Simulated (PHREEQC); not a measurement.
Consider water at 25 °C with 0.0052 mol/kgw NH4HS, 0.0002 mol/kgw NaHCO3 and 0.00079 mol/kgw FeCl2. Closed to the air; pH follows from the charge balance.

Equilibrium calculation in PHREEQC: ion-association model, phreeqc.dat.

Precipitation was switched off in this run.

Task: What pH, specific conductance does the model give?

Result: pH 8.00; specific conductance 675 µS/cm.

Task: In which forms is N present?

Result: NH4+ 95 %, NH3 5.0 % of the N.

The solution is supersaturated, for example in Mackinawite, FeS(ppt), so a real one may precipitate; this is no full list. Species that the database lacks are ignored.
